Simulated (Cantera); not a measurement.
An adiabatic, constant-pressure homogeneous reactor starts with 3.44 % CH₄, 2.13 % H₂, 19.8 % O₂, 74.6 % N₂, equivalence ratio 0.40, at 1325 K and 22.7 atm.

Detailed kinetics in Cantera: GRI-Mech 3.0 (53 species, 325 reactions). The pressure lies above the range GRI-Mech 3.0 was tuned for (to about 10 atm).

Q: Predict: time of steepest temperature rise; temperature at 0.400 s; equilibrium temperature; x(H₂) at 0.400 s; x(O₂) at 0.400 s.

A: 
- time of steepest temperature rise = 71.7 µs
- temperature at 0.400 s = 2177 K
- equilibrium temperature = 2177 K
- x(H₂) at 0.400 s = 5.49e-5 (gas-phase equilibrium 5.49e-5)
- x(O₂) at 0.400 s = 0.115 (gas-phase equilibrium 0.115)
